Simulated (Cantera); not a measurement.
A closed system holds: 1 mol SiCl4, a varied amount of C2H4, 13 mol H2, equilibrated at 1550 K and 0.140 bar.

These are equilibrium values from Cantera (NASA tables, ideal gas, pure condensed phases), not measurements of a reactor. Candidate condensed phases: C, C6H6, C7H8, C8H18, Si, SiC; 109 gas species. The numbers say what is thermodynamically allowed, not how fast it happens.

Which condensed phases are stable at each of these points (n(C2H4) (mol)): 0.074, 0.098, 0.13, 0.18, 0.23, 0.31, 0.42, 0.56, 0.74?


| n(C2H4) (mol) | condensed phases | Si condensed (%) |
|---|---|---|
| 0.074 | SiC(s) | 14.8 |
| 0.098 | SiC(s) | 19.6 |
| 0.13 | SiC(s) | 26.0 |
| 0.18 | SiC(s) | 36.0 |
| 0.23 | SiC(s) | 46.0 |
| 0.31 | SiC(s) | 62.0 |
| 0.42 | SiC(s) | 83.9 |
| 0.56 | C(graphite) + SiC(s) | 95.2 |
| 0.74 | C(graphite) + SiC(s) | 95.3 |

From 0.074 mol C2H4 to 0.42 mol C2H4 the condensed part is SiC(s). From 0.56 mol C2H4 to 0.74 mol C2H4 the condensed part is C(graphite) + SiC(s).
